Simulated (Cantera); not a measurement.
Feed: 1 mol Pb, 9.5 mol H₂O, 63 mol H₂, equilibrated at 1102 °C and 133 Pa.

Method: chemical equilibrium by Gibbs-energy minimisation in Cantera with the NASA 1993 tables (ideal gas, pure condensed phases). Candidate condensed phases: H₂O, Pb, PbO, PbO₂, Pb₃O₄; 12 gas species. Kinetics and transport are ignored.

Question: What is the equilibrium state?

Answer: 
```json
{
  "x(H₂)": "0.857",
  "x(H₂O)": "0.129",
  "x(Pb)": "0.0136",
  "x(H)": "8.69e-5",
  "gas_amount": "73.50 mol",
  "log10 activity of Pb(l) (absent)": "-2.56"
}
```
